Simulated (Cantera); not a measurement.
What does this Cantera script print?

```python
import numpy as np
import cantera as ct

gas_names = """
    C CN C2 CCN CNC C2N2 C3 C4 C4N2 C5 N N2 Si SiC SiC2 SiN Si2 Si2C Si2N Si3
""".split()
cond_names = """
    C(gr) Si(cr) Si(L) SiC(b) Si3N4(a)
""".split()


def load(file, names, dense=False):
    # The tables refer to 1 bar. Condensed volumes are neglected.
    table = {s.name: s for s in ct.Species.list_from_file(file)}
    out = []
    for n in names:
        d = dict(table[n].input_data)
        d["thermo"] = dict(d["thermo"], **{"reference-pressure": 1e5})
        if dense:
            d["equation-of-state"] = {"model": "constant-volume", "density": "1e6 g/cm^3"}
        out.append(ct.Species.from_dict(d))
    return out


gas = ct.Solution(thermo="ideal-gas", species=load("nasa_gas.yaml", gas_names))
cond = {s.name: ct.Solution(thermo="fixed-stoichiometry", species=[s], name=s.name)
        for s in load("nasa_condensed.yaml", cond_names, dense=True)}
atoms = {
    'SiC': {'Si': 1, 'C': 1},
    'Si': {'Si': 1},
    'N2': {'N': 2},
}
top_T = {'C(gr)': 4500, 'SiC(b)': 3050, 'Si3N4(a)': 2400}  # K; cautious upper limits of use, not melting points


def equilibrate(T, P, feed):
    n = {}
    for name, mol in feed.items():
        for a, k in atoms[name].items():
            n[a] = n.get(a, 0.0) + k * mol
    gas.TPX = T, P, n
    mass = sum(n.values()) * gas.mean_molecular_weight
    gas.equilibrate("TP")
    valid = [c for c in cond.values() if c.min_temp <= T <= top_T.get(c.name, c.max_temp)]
    mix = ct.Mixture([(gas, mass / gas.mean_molecular_weight)] + [(c, 0.0) for c in valid])
    mix.T, mix.P = T, P
    mix.equilibrate("TP", solver="vcs", rtol=1e-11, max_steps=5000)
    return mix


results = []
feed = {'SiC': 1, 'Si': 0.016, 'N2': 1.6}  # mol
P = 5.5  # Pa
for T in [2000, 2050, 2100, 2150, 2200, 2250, 2300, 2350, 2400, 2450, 2500]:
    mix = equilibrate(T, P, feed)
    results.append((T, P, feed, dict(zip(mix.species_names, mix.species_moles))))

top = {s: max(r[3][s] / sum(r[3][g] for g in gas_names) for r in results) for s in gas_names}
cols = sorted((s for s in top if top[s] > 1e-05), key=lambda s: -top[s])[:6]
seen = [c for c in cond_names if any(r[3].get(c, 0) > 1e-12 for r in results)]
print("log10 of partial pressures in bar; condensed amounts in mol")
print(f"{'T/K':>10s}" + "".join(f"{s[:9]:>10s}" for s in cols + seen))
for T, P, feed, n in results:
    ng = sum(n[g] for g in gas_names)
    print(f"{T:10.4g}" + "".join(f"{np.log10(max(n[s] / ng * P / 1e5, 1e-99)):10.3f}" for s in cols)
          + "".join(f"{n.get(c, 0):10.4g}" for c in seen))
```

Output:

```
log10 of partial pressures in bar; condensed amounts in mol
       T/K        N2        Si      SiC2      Si2C        CN        C3     C(gr)    SiC(b)
      2000    -4.280    -5.622    -7.005    -7.184    -8.388   -10.557   0.05593    0.9359
      2050    -4.306    -5.295    -6.579    -6.767    -8.125   -10.036    0.1454    0.8318
      2100    -4.362    -4.983    -6.174    -6.371    -7.890    -9.540    0.3586    0.5758
      2150    -4.467    -4.732    -5.834    -6.087    -7.691    -9.067    0.8233         0
      2200    -4.469    -4.729    -5.746    -6.286    -7.453    -8.617    0.8043         0
      2250    -4.471    -4.730    -5.666    -6.486    -7.226    -8.187    0.7766         0
      2300    -4.473    -4.735    -5.594    -6.686    -7.008    -7.777    0.7411         0
      2350    -4.474    -4.742    -5.529    -6.882    -6.800    -7.384    0.6973         0
      2400    -4.476    -4.752    -5.469    -7.076    -6.601    -7.008    0.6425         0
      2450    -4.479    -4.764    -5.414    -7.269    -6.411    -6.649    0.5705         0
      2500    -4.485    -4.780    -5.366    -7.461    -6.229    -6.304    0.4673         0
```

These are equilibrium values from Cantera (NASA tables, ideal gas, pure condensed phases), not measurements of a reactor. The tables' values for SiN are old estimates; treat these amounts as uncertain.
